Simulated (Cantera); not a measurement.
An adiabatic, constant-pressure homogeneous reactor starts with CO : H2 : O2 : N2 = 1 : 0.13 : 0.377 : 1.42 (molar parts), equivalence ratio 1.5, at 1423 K and 500000 Pa. Integrator tolerance rtol = 1e-08.

Detailed kinetics in Cantera: GRI-Mech 3.0 (53 species, 325 reactions). The hydrogen kinetics of GRI-Mech 3.0 are dated; newer H2 mechanisms differ, most at raised pressure.

```json
[
 {"quantity": "time of steepest temperature rise", "before": "7.44 µs", "after": "0.161 ms"},
 {"quantity": "temperature at 2.00 s", "before": "2916 K", "after": "2794 K"},
 {"quantity": "equilibrium temperature", "before": "2916 K", "after": "2794 K"},
 {"quantity": "x(CO) at 2.00 s", "before": "0.183 (gas-phase equilibrium 0.183)", "after": "0.166 (gas-phase equilibrium 0.166)"},
 {"quantity": "x(H2) at 2.00 s", "before": "0.00486 (gas-phase equilibrium 0.00486)", "after": "0.00449 (gas-phase equilibrium 0.00449)"},
 {"quantity": "x(O2) at 2.00 s", "before": "0.0140 (gas-phase equilibrium 0.0140)", "after": "0.00776 (gas-phase equilibrium 0.00776)"},
 {"quantity": "x(N2O) at 2.00 s", "before": "9.53e-7 (gas-phase equilibrium 9.53e-7)", "after": "6.09e-7 (gas-phase equilibrium 6.09e-7)"},
 {"quantity": "x(H) at 2.00 s", "before": "0.00380 (gas-phase equilibrium 0.00380)", "after": "0.00242 (gas-phase equilibrium 0.00242)"},
 {"quantity": "x(HO2) at 2.00 s", "before": "4.37e-6 (gas-phase equilibrium 4.37e-6)", "after": "2.29e-6 (gas-phase equilibrium 2.29e-6)"}
]
```

Problem. What was changed between the two runs?
(A) pressure from 500000 Pa to 30000 Pa
(B) pressure from 500000 Pa to 101000 Pa
(C) initial temperature 1423 to 1098 K
(D) CO 1 to 2.1 parts

Solution. C, initial temperature 1423 to 1098 K
